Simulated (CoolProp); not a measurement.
The numbers come from the reference Helmholtz-energy equation of state, Penoncello 2003 in CoolProp.

### Question
For CHF3 (R23), give the phase and the cp (kJ/(kg K)), speed of sound (m/s), viscosity (µPa s) at 151.25 °C and 2.32 bar; -23.95 °C and 120 bar.

### Answer
- 151.25 °C and 2.32 bar: gas; cp 0.907, speed of sound 240, viscosity 20.6
- -23.95 °C and 120 bar: liquid; cp 1.33, speed of sound 611, viscosity 159

Viscosity comes from a separate model (Shan 2000).
